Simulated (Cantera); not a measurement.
CCl4 + CH4 (fluorocarbon and chlorocarbon gases)

Input: 1 mol CCl4, 1.7 mol CH4, held at 1.30 Pa.

Method: chemical equilibrium by Gibbs-energy minimisation in Cantera with the NASA 1993 tables (ideal gas, pure condensed phases). Candidate condensed phases: C, C6H6, C7H8, C8H18; 91 gas species. Kinetics and transport are ignored.

```csv
T (°C),x H,x HCl,x Cl,x H2,x C3,x C,n C(graphite)
1577,0.0757,0.545,0.122,0.257,3.89e-8,7.10e-8,2.70
1677,0.154,0.409,0.200,0.236,6.02e-7,7.76e-7,2.70
1777,0.274,0.259,0.277,0.189,7.08e-6,6.70e-6,2.70
1877,0.410,0.136,0.331,0.123,6.59e-5,4.73e-5,2.69
1977,0.519,0.0602,0.356,0.0636,0.000500,0.000280,2.68
2077,0.579,0.0245,0.364,0.0280,0.00318,0.00143,2.57
2177,0.594,0.00968,0.359,0.0114,0.0173,0.00635,2.02
2277,0.563,0.00358,0.335,0.00424,0.0635,0.0231,0
2377,0.558,0.00156,0.330,0.00184,0.0521,0.0477,0
```
x: gas mole fraction; n: condensed amount in mol.

From 1577 °C to 2177 °C the condensed part is C(graphite). From 2277 °C to 2377 °C nothing is condensed. The main C-bearing gas is C2H2 (acetylene) at 1577 °C and C3 at 2377 °C.
